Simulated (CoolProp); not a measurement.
Properties of octamethyltrisiloxane (MDM) at several states (Tc = 565.4 K, pc = 1.438 MPa, ω = 0.528).

The numbers come from the reference Helmholtz-energy equation of state, Thol 2017 in CoolProp.

```
T (K)  p (MPa)   phase        Z  cv (kJ/(kg K))  Joule-Thomson coefficient (K/MPa)  fugacity coefficient
-----  -------  ------  -------  --------------  ---------------------------------  --------------------
260.6     5.91  liquid   0.7513             [?]                            -0.4891              9.706e-6
563.4   0.0144     gas   0.9966           2.034                              8.719                0.9966
192.9     4.27  liquid   0.6833           1.334                            -0.5301              1.540e-9
371.3    0.118  liquid  0.01223             [?]                            -0.3077                   [?]
221.4   0.0358  liquid      [?]           1.346                                [?]                   [?]
435       3.44  liquid   0.3316             [?]                                [?]               0.04747
```

### Question
Complete the blanks.

### Answer

- 260.6, cv (kJ/(kg K)): 1.399
- 371.3, cv (kJ/(kg K)): 1.649
- 371.3, fugacity coefficient: 0.1562
- 221.4, Z: 0.005164
- 221.4, Joule-Thomson coefficient (K/MPa): -0.5150
- 221.4, fugacity coefficient: 9.255e-6
- 435, cv (kJ/(kg K)): 1.812
- 435, Joule-Thomson coefficient (K/MPa): -0.1868
